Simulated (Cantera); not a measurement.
A perfectly stirred reactor is fed with H2 : O2 = 0.39 : 1 (molar parts), at 0.0355 atm; it is held at 1325 K, and followed from long to short residence time.

Computed with Cantera and GRI-Mech 3.0 (53 species, 325 reactions). Radical loss at walls, strong at low pressure, is not modelled. The temperature is held fixed by assumption; the heat of reaction is taken as removed at once.

Problem. What does this change do: H2 0.39 to 2.3 parts?

Solution. 
```csv
quantity,before,after
x(H2) at τ = 3.30 s,0.000174,0.126
x(O2) at τ = 3.30 s,0.673,0.000364
x(H) at τ = 3.30 s,3.70e-5,0.00983
x(HO2) at τ = 3.30 s,2.96e-6,5.42e-8
x(H2O2) at τ = 3.30 s,2.22e-7,9.24e-8
x(H2) at τ = 32.0 ms,0.00347,0.123
x(O2) at τ = 32.0 ms,0.662,0.0151
x(H) at τ = 32.0 ms,0.00378,0.0761
x(HO2) at τ = 32.0 ms,1.86e-5,1.88e-6
x(H2O2) at τ = 32.0 ms,9.26e-7,6.88e-7
```

Problem. What does this change do: H2 0.39 to 0.076 parts?

Solution. 
```
quantity                  before     after
----------------------  --------  --------
x(H2) at τ = 3.30 s     0.000174   4.52e-5
x(O2) at τ = 3.30 s        0.673     0.926
x(H) at τ = 3.30 s       3.70e-5   1.75e-5
x(HO2) at τ = 3.30 s     2.96e-6   9.99e-7
x(H2O2) at τ = 3.30 s    2.22e-7   5.90e-8
x(H2) at τ = 32.0 ms     0.00347  0.000762
x(O2) at τ = 32.0 ms       0.662     0.914
x(H) at τ = 32.0 ms      0.00378   0.00148
x(HO2) at τ = 32.0 ms    1.86e-5   5.82e-6
x(H2O2) at τ = 32.0 ms   9.26e-7   2.14e-7
```
